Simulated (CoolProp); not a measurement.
C2F6 (R116) at several states: Z from the reference equation and from simpler models built on Tc = 293.0 K, pc = 3.048 MPa, ω = 0.257; each cubic takes its own stable root.

Model: reference Helmholtz-energy equation of state, Lemmon 2006, in CoolProp. It is a short technical equation, of lower accuracy than the large ones.

| T (K) | p (MPa) | phase | reference | van der Waals | Redlich-Kwong | Soave-Redlich-Kwong | Peng-Robinson |
|---|---|---|---|---|---|---|---|
| 313.1 | 6.52 | supercritical | 0.3781 | 0.4652 | … | 0.4273 | 0.3913 |
| 278.7 | 2.29 | liquid | … | 0.6293 | 0.1574 | … | 0.1315 |
| 214.8 | 3.21 | liquid | 0.1619 | … | 0.1756 | … | 0.1497 |

Task: Some entries are withheld; supply them.

Result: 
- 313.1, Redlich-Kwong: 0.4074
- 278.7, reference: 0.1258
- 278.7, Soave-Redlich-Kwong: 0.1481
- 214.8, van der Waals: 0.2497
- 214.8, Soave-Redlich-Kwong: 0.1692

At some of these states van der Waals gives the other phase, because its saturation line lies elsewhere.
